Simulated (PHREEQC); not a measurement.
A made-up water analysis in mmol/kgw, 25 °C, pH 3.82, pe 9.3: Na 11.1; K 11.4; Ca 6.12; Mg 5.82; Cl 9.12; S(6) 18.3; Cu(2) 0.00655.

Valence states are taken as typed.

Model: ion-association model, phreeqc.dat, run in PHREEQC.

Each row changes one thing in this solution. No solid was allowed to form.

```
case                                               ionic strength (mol/kgw)  SO4-2 (mol/kgw)  Ca+2 (mol/kgw)  Mg+2 (mol/kgw)  MgSO4 (mol/kgw)  CaSO4 (mol/kgw)  SI of Gypsum (CaSO4:2H2O)  SI of Halite (NaCl)
-------------------------------------------------  ------------------------  ---------------  --------------  --------------  ---------------  ---------------  -------------------------  -------------------
as made                                                              0.0579           0.0132         0.00417         0.00357          0.00226          0.00195                      -0.37                -5.76
Ca from 6.12 to 18.4 mmol/kgw                                        0.0736           0.0111          0.0137         0.00398          0.00184          0.00467                      +0.01                -5.77
Mg from 5.82 to 11.6 mmol/kgw                                        0.0634           0.0118         0.00439         0.00756          0.00404          0.00173                      -0.43                -5.76
temperature from 25 to 65 °C at the same typed pH                    0.0526           0.0117         0.00407         0.00253          0.00329          0.00205                      -0.38                -5.80
```

At this temperature some constants are extrapolated from 25 °C, and those without enthalpy data are left unchanged.
